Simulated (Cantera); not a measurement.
Input: 1 mol n-butane, 33 mol H₂, equilibrated at 1 atm.

Equilibrium computed with Cantera from the NASA thermochemical tables; the gas is ideal and each condensed phase is pure. Candidate condensed phases: C, C₆H₆, C₇H₈, C₈H₁₈; 76 gas species. The numbers say what is thermodynamically allowed, not how fast it happens.

Question: At 2600 °C, list the 6 most abundant gas species with their mole fractions, and the condensed phases.

Answer: H₂ 0.865, H 0.0971, C₂H₂ (acetylene) 0.0366, C₄H₂ 0.000645, C₂H 0.000583, CH₃ 0.000125. Condensed: C(graphite).
